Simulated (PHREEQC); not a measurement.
City or well water: speciation

Synthetic water in mg/kgw, 89 °C, pH 6.28, pe 9.4:

```json
[
 {"constituent": "Na", "mg/kgw": "8.98"},
 {"constituent": "K", "mg/kgw": "0.393"},
 {"constituent": "Ca", "mg/kgw": "2.29"},
 {"constituent": "Mg", "mg/kgw": "6.57"},
 {"constituent": "Cl", "mg/kgw": "3.12"},
 {"constituent": "S(6) as SO4", "mg/kgw": "9.83"},
 {"constituent": "Alkalinity as HCO3", "mg/kgw": "49.2"},
 {"constituent": "Li", "mg/kgw": "0.16"},
 {"constituent": "Cu(2)", "mg/kgw": "0.0175"},
 {"constituent": "Si as SiO2", "mg/kgw": "0.0121"},
 {"constituent": "Zn", "mg/kgw": "0.0172"},
 {"constituent": "Ba", "mg/kgw": "0.37"}
]
```

Valence states are taken as typed.

Model: ion-association model, phreeqc.dat, run in PHREEQC.

Precipitation was switched off in this run.

Estimate the specific conductance, charge-balance error.

specific conductance 297 µS/cm; charge-balance error -0.7 %.

In which forms is Ca present?

Ca+2 97 %, CaSO4 1.5 %, CaHCO3+ 1.3 % of the Ca.

At this temperature some constants are extrapolated from 25 °C, and those without enthalpy data are left unchanged.
